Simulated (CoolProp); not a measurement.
Model: reference Helmholtz-energy equation of state, Schmidt 1985, in CoolProp. Above 300 K oxygen's equation is extrapolated.

For oxygen, give the phase and the cp (kJ/(kg K)), conductivity (mW/(m K)) at 517.05 °C and 977 kPa; -24.15 °C and 34.2 kPa; 559.05 °C and 3040 kPa.


- 517.05 °C and 977 kPa: gas; cp 1.05, conductivity 59.6
- -24.15 °C and 34.2 kPa: gas; cp 0.913, conductivity 22.3
- 559.05 °C and 3040 kPa: gas; cp 1.07, conductivity 62.4

Thermal conductivity comes from a separate model (Lemmon 2004).
